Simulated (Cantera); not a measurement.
Input: 1 mol H2S, 0.0056 mol SO2, held at 277 °C and 0.880 bar.

Method: chemical equilibrium by Gibbs-energy minimisation in Cantera with the NASA 1993 tables (ideal gas, pure condensed phases). Candidate condensed phases: H2O, H2SO4, S; 19 gas species. Gases not in the tables: S3 to S7. The numbers say what is thermodynamically allowed, not how fast it happens.

Base state: H2S 0.987, H2O 0.0112, S8 0.00210, H2 0.000159, S2 6.43e-5 (mole fractions); condensed: gas only.

Task: What changes in the equilibrium state with this change: pressure from 0.880 bar to 0.0133 bar?

Result: 
```tsv
species	before	after
H2S	0.987	0.985
H2O	0.0112	0.0112
S8	0.00210	0.00177
S2	6.43e-5	0.00143
H2	0.000159	0.000273
```

Task: What changes in the equilibrium state with this change: temperature from 277 °C to 3002 °C?

Result: 
```json
[
 {"species": "H2", "before": "0.000159", "after": "0.366"},
 {"species": "H", "before": "<1e-9", "after": "0.221"},
 {"species": "S", "before": "<1e-9", "after": "0.196"},
 {"species": "H2S", "before": "0.987", "after": "0.00847"},
 {"species": "SH", "before": "<1e-9", "after": "0.0832"},
 {"species": "S2", "before": "6.43e-5", "after": "0.120"},
 {"species": "H2O", "before": "0.0112", "after": "0.00195"},
 {"species": "SO", "before": "<1e-9", "after": "0.00327"},
 {"species": "S8", "before": "0.00210", "after": "<1e-9"},
 {"species": "OH", "before": "<1e-9", "after": "0.000475"},
 {"species": "O", "before": "<1e-9", "after": "0.000171"}
]
```
